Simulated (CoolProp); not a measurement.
Model: reference Helmholtz-energy equation of state, Thol 2017, in CoolProp.

Task: Give the vapour pressure (bar), liquid density (kg/m³), enthalpy of vaporisation (kJ/kg) of saturated octamethyltrisiloxane (MDM) at 348.8, 503.9 K.

Result: 
```csv
T (K),p (bar),liquid density (kg/m³),enthalpy of vaporisation (kJ/kg)
348.8,0.0753,763,185
503.9,5.40,557,109
```
